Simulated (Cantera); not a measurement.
An isothermal, constant-pressure homogeneous reactor starts with NH3 : H2 = 1 : 0.95 (molar parts), at 1850 K and 0.0263 atm.

Model: the gas-phase N/H chemistry of the illustrative SiF4/NH3 mechanism in the Surface Chemkin manual (1991), integrated in Cantera. Walls and surfaces, which speed up NH3 decomposition in real reactors, are not modelled.

### Question
Predict: x(NH3) at 30.0 s; x(H2) at 30.0 s; x(H) at 30.0 s; x(N2) at 30.0 s; x(N) at 30.0 s.

### Answer
```
Item                                                Result
----------------  ----------------------------------------
x(NH3) at 30.0 s   0.00351 (gas-phase equilibrium 2.16e-7)
x(H2) at 30.0 s        0.827 (gas-phase equilibrium 0.828)
x(H) at 30.0 s     0.00143 (gas-phase equilibrium 0.00302)
x(N2) at 30.0 s        0.168 (gas-phase equilibrium 0.169)
x(N) at 30.0 s    3.71e-7 (gas-phase equilibrium 2.18e-10)
```
